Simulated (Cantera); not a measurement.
# Silicon carbide growth: CH3SiCl3 + C2H2 + H2

Input: 1 mol CH3SiCl3, 0.36 mol C2H2, 8.5 mol H2, at 12.0 mbar.

Cantera equilibrium calculation (NASA polynomials, part measured and part estimated; ideal gas, pure solids and liquids). Candidate condensed phases: C, C6H6, C7H8, C8H18, Si, SiC; 109 gas species. The feed counts by its element totals alone. The tables' values for SiCl3, SiCl are old estimates; treat these amounts as uncertain. Equilibrium is a limit: real reactors are often held back by kinetics, nucleation or transport.

From 775 °C to 1525 °C the condensed part is C(graphite) + SiC(s). The main Si-bearing gas is SiCl4 at 775 °C and SiCl2 at 1525 °C. The share of Si in condensed phases is highest at 1075 °C (98.4 %) and lowest at 775 °C (81.0 %).

| T (°C) | x H2 | x HCl | x SiCl4 | x SiCl2 | n C(graphite) | n SiC(s) |
|---|---|---|---|---|---|---|
| 775 | 0.790 | 0.193 | 0.0154 | 5.12e-5 | 0.905 | 0.810 |
| 850 | 0.766 | 0.227 | 0.00637 | 0.000145 | 0.802 | 0.916 |
| 925 | 0.754 | 0.243 | 0.00215 | 0.000307 | 0.753 | 0.966 |
| 1000 | 0.750 | 0.248 | 0.000700 | 0.000545 | 0.738 | 0.981 |
| 1075 | 0.749 | 0.250 | 0.000243 | 0.000879 | 0.736 | 0.984 |
| 1150 | 0.749 | 0.249 | 9.25e-5 | 0.00133 | 0.739 | 0.981 |
| 1225 | 0.749 | 0.248 | 3.84e-5 | 0.00191 | 0.745 | 0.975 |
| 1300 | 0.750 | 0.247 | 1.72e-5 | 0.00264 | 0.753 | 0.967 |
| 1375 | 0.750 | 0.245 | 8.22e-6 | 0.00351 | 0.762 | 0.957 |
| 1450 | 0.750 | 0.243 | 4.16e-6 | 0.00453 | 0.773 | 0.945 |
| 1525 | 0.750 | 0.240 | 2.20e-6 | 0.00569 | 0.786 | 0.931 |
x: gas mole fraction; n: condensed amount in mol.
